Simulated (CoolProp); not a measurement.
Properties of m-xylene along the isobar 101 kPa (Tc = 616.9 K, pc = 3535 kPa, ω = 0.326).

The numbers come from the reference Helmholtz-energy equation of state, Zhou 2012 in CoolProp.

| T (K) | phase | speed of sound (m/s) | expansivity (1/kK) | viscosity (µPa s) |
|---|---|---|---|---|
| 370.4 | liquid | 1032 | 1.169 | ___ |
| 378 | liquid | ___ | 1.193 | 281 |
| 385.7 | liquid | 973.7 | 1.219 | ___ |
| 393.3 | liquid | 945.5 | 1.247 | ___ |
| 401 | liquid | 917.3 | 1.277 | 237 |
| 408.7 | liquid | 889.4 | 1.310 | 224 |
| 416.3 | gas | 178.2 | 2.802 | 8.94 |
| 424 | gas | 180.2 | 2.720 | 9.11 |
| 431.7 | gas | 182.2 | 2.644 | 9.28 |
| 439.3 | gas | 184.1 | 2.574 | 9.44 |
| 447 | gas | 186.0 | 2.508 | 9.61 |
| 454.6 | gas | 187.8 | 2.447 | 9.77 |
| 462.3 | gas | 189.6 | 2.390 | 9.94 |
| 470 | gas | 191.4 | 2.335 | 10.1 |
| 477.6 | gas | 193.2 | 2.285 | 10.3 |
| 485.3 | gas | 194.9 | 2.237 | 10.4 |

Question: What belongs in the gaps?

Answer: 
- 370.4, viscosity (µPa s): 297
- 378, speed of sound (m/s): 1003
- 385.7, viscosity (µPa s): 265
- 393.3, viscosity (µPa s): 251

Viscosity comes from a separate model (Cao 2016).
